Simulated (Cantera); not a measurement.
Standard-state values (1 bar) from the NASA 1993 polynomials, evaluated with Cantera. Values are per mole of reaction as written; species without (g) are pure solids or liquids, kept so even where they would boil at 1 bar.

4 PH3(g) → P4(g) + 12 H(g)

| T (K) | ΔH° (kJ) | ΔS° (J/K) | ΔG° (kJ) | log10 K |
|---|---|---|---|---|
| 300 | [?] | [?] | [?] | [?] |
| 2175 | 2784.1 | 1005.2 | 597.9 | -14.36 |
| 2225 | 2785.1 | 1005.6 | 547.6 | -12.86 |
| 2275 | [?] | [?] | [?] | [?] |
| 2325 | [?] | [?] | [?] | [?] |
| 2375 | [?] | [?] | [?] | [?] |

Complete the blanks.


- 300, ΔH° (kJ): 2653.5
- 300, ΔS° (J/K): 816.5
- 300, ΔG° (kJ): 2408.6
- 300, log10 K: -419.36
- 2275, ΔH° (kJ): 2786.0
- 2275, ΔS° (J/K): 1006.0
- 2275, ΔG° (kJ): 497.3
- 2275, log10 K: -11.42
- 2325, ΔH° (kJ): 2786.9
- 2325, ΔS° (J/K): 1006.4
- 2325, ΔG° (kJ): 447.0
- 2325, log10 K: -10.04
- 2375, ΔH° (kJ): 2787.8
- 2375, ΔS° (J/K): 1006.8
- 2375, ΔG° (kJ): 396.7
- 2375, log10 K: -8.72
